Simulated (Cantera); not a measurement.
A freely propagating, adiabatic, planar premixed flame of H2 : O2 : N2 : H2O = 1 : 0.649 : 2.66 : 0.35 (molar parts), equivalence ratio 0.77, unburnt at 623 K and 760 Torr; mixture-averaged transport, grid criteria slope 0.08 and curve 0.16, no radiation.

Detailed kinetics in Cantera: the H2/O2 subset of GRI-Mech 3.0, which has no nitrogen chemistry. Burning velocities carry a grid error of a few per cent, more on coarse grids.

x: mole fraction of selected species; z is measured from the peak of heat release.

| z (mm) | T (K) | u (m/s) | x H2 | x O2 | x O | x H2O | x OH | x HO2 |
|---|---|---|---|---|---|---|---|---|
| -1.29 | 623 | 4.86 | 0.215 | 0.139 | <1e-8 | 0.0751 | <1e-8 | <1e-8 |
| -0.857 | 623 | 4.86 | 0.215 | 0.139 | <1e-8 | 0.0751 | <1e-8 | <1e-8 |
| -0.643 | 623 | 4.86 | 0.215 | 0.139 | <1e-8 | 0.0751 | <1e-8 | 2.80e-8 |
| -0.428 | 623 | 4.86 | 0.214 | 0.139 | <1e-8 | 0.0752 | <1e-8 | 1.08e-6 |
| -0.214 | 644 | 4.97 | 0.204 | 0.140 | 7.24e-6 | 0.0774 | 3.39e-5 | 0.000256 |
| -0.107 | 830 | 6.25 | 0.171 | 0.136 | 0.000246 | 0.0980 | 0.000639 | 0.000280 |
| 0 | 1194 | 8.75 | 0.102 | 0.107 | 0.00314 | 0.164 | 0.00259 | 0.000127 |
| 0.107 | … | 10.6 | … | … | … | … | … | … |
| 0.214 | 1614 | 11.6 | 0.0275 | 0.0518 | 0.00875 | 0.261 | 0.0106 | 4.05e-5 |
| 0.428 | 1762 | 12.6 | 0.0209 | 0.0451 | 0.00740 | 0.276 | 0.0125 | 2.71e-5 |
| 0.857 | 1894 | 13.4 | … | 0.0416 | … | 0.289 | 0.0125 | … |
| 1.71 | 2001 | 14.1 | 0.0104 | 0.0389 | 0.00303 | 0.300 | 0.0111 | 1.02e-5 |
| 3.43 | 2073 | 14.5 | 0.00574 | 0.0373 | 0.00157 | 0.310 | 0.00874 | 5.59e-6 |

Task: What belongs in the gaps?

Result: 
- 0.107, T (K): 1468
- 0.107, x H2: 0.0454
- 0.107, x O2: 0.0676
- 0.107, x O: 0.00765
- 0.107, x H2O: 0.234
- 0.107, x OH: 0.00738
- 0.107, x HO2: 6.28e-5
- 0.857, x H2: 0.0159
- 0.857, x O: 0.00510
- 0.857, x HO2: 1.75e-5
